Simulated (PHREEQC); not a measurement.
Consider water at 25 °C with 0.0079 mol Cu(BF4)2, 0.0063 mol HCl and 0.0095 mol HBF4 per kg of water. Closed to the air; pH follows from the charge balance.

Computed with PHREEQC (ion-association model, wateq4f.dat).

**Question.** The ionic strength comes out as 0.0381 mol/kgw. What activity coefficients do CuF+, HF2-, H+, Cu+2, BF2(OH)2- get?

**Answer.** CuF+ 0.84, HF2- 0.83, H+ 0.86, Cu+2 0.52, BF2(OH)2- 0.82.

This is a speciation only: nothing precipitates in the calculation. Complexes and solids missing from the database can't appear. Real BF4- forms and hydrolyses slowly; the run takes it at equilibrium.
